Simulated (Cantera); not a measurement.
Input (Python, Cantera):

```python
import numpy as np
import cantera as ct

gas = ct.Solution("SiF4_NH3_mec.yaml", "gas")
gas.TPX = 2098, 13332, {'NH3': 1, 'N2': 11}
inlet = ct.Reservoir(gas, clone=True)

reactor = ct.IdealGasConstPressureReactor(gas, energy="off", clone=False)
exhaust = ct.Reservoir(gas, clone=True)
tau = [4.3, 1.3, 0.4, 0.12, 0.037, 0.011, 0.0035, 0.0011][0]
for a, b in ((inlet, reactor), (reactor, exhaust)):
    ct.MassFlowController(a, b, mdot=lambda t: reactor.mass / tau)
net = ct.ReactorNet([reactor])
show = ['NH3', 'NH2', 'N2', 'N2H4', 'H', 'N', 'H2']

rows = []
print(f"{'tau/s':>10s}{'T/K':>9s}" + "".join(f"{s:>11s}" for s in show))
for tau in [4.3, 1.3, 0.4, 0.12, 0.037, 0.011, 0.0035, 0.0011]:
    net.initial_time = 0.0
    net.advance(30 * tau)
    before = gas.X
    net.advance(40 * tau)
    drift = np.max(np.abs(gas.X - before) / (gas.X + 1e-9))
    rows.append([gas.T, *gas[show].X, drift])
    print(f"{tau:10.3e}{gas.T:9.1f}" + "".join(f"{x:11.3e}" for x in gas[show].X))
```

Output:

```
     tau/s      T/K        NH3        NH2         N2       N2H4          H          N         H2
 4.300e+00   2098.0  1.613e-03  2.784e-05  8.849e-01  2.243e-11  6.494e-04  2.006e-06  1.128e-01
 1.300e+00   2098.0  5.690e-03  6.551e-05  8.866e-01  1.242e-10  4.123e-04  2.014e-06  1.072e-01
 4.000e-01   2098.0  1.573e-02  1.350e-04  8.905e-01  5.274e-10  2.683e-04  2.109e-06  9.332e-02
 1.200e-01   2098.0  3.531e-02  2.463e-04  8.981e-01  1.757e-09  1.557e-04  2.049e-06  6.616e-02
 3.700e-02   2098.0  5.812e-02  3.761e-04  9.069e-01  4.095e-09  7.686e-05  1.598e-06  3.451e-02
 1.100e-02   2098.0  7.384e-02  5.046e-04  9.130e-01  7.371e-09  3.158e-05  7.642e-07  1.264e-02
 3.500e-03   2098.0  8.021e-02  5.689e-04  9.154e-01  9.369e-09  1.167e-05  2.219e-07  3.772e-03
 1.100e-03   2098.0  8.244e-02  4.608e-04  9.163e-01  6.146e-09  3.502e-06  4.737e-08  8.007e-04
```

Detailed kinetics in Cantera: the gas-phase N/H chemistry of the illustrative SiF4/NH3 mechanism in the Surface Chemkin manual (1991). Walls and surfaces, which speed up NH3 decomposition in real reactors, are not modelled.
